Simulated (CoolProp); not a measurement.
Vapour pressure (MPa) of n-heptane: the reference equation beside estimates from Tc = 541.2 K, pc = 2.774 MPa, ω = 0.349. Clausius-Clapeyron is anchored at 376.6 K with a constant enthalpy of vaporisation of 31.38 kJ/mol.

Values from CoolProp's reference Helmholtz-energy equation of state, Span 2003. It is a short technical equation, of lower accuracy than the large ones.

```tsv
T (K)	reference	Clausius-Clapeyron	van der Waals	Redlich-Kwong	Soave-Redlich-Kwong
307.1	0.009369	0.01214	0.1732	0.03082	0.009072
321	0.01727	0.02067	0.2253	0.05025	0.01680
334.9	0.02996	0.03368	0.2872	0.07794	0.02929
348.8	0.04932	0.05278	0.3597	0.1159	0.04844
362.7	0.07758	0.07990	0.4435	0.1660	0.07657
376.6	0.1173	0.1173	0.5393	0.2306	0.1163
390.5	0.1714	0.1676	0.6477	0.3115	0.1707
404.5	0.2436	0.2342	0.7703	0.4118	0.2437
418.4	0.3363	0.3193	0.9058	0.5319	0.3378
432.3	0.4537	0.4267	1.056	0.6746	0.4572
446.2	0.5996	0.5601	1.220	0.8416	0.6062
460.1	0.7785	0.7232	1.400	1.035	0.7890
474	0.9948	0.9199	1.596	1.256	1.010
487.9	1.254	1.154	1.807	1.507	1.274
501.8	1.562	1.430	2.035	1.789	1.585
```

Absolute difference from the reference over all 15 rows, mean and median: Clausius-Clapeyron 8.4 and 7.0 %, van der Waals 425.8 and 216.2 %, Redlich-Kwong 87.8 and 69.0 %, Soave-Redlich-Kwong 1.4 and 1.3 %.
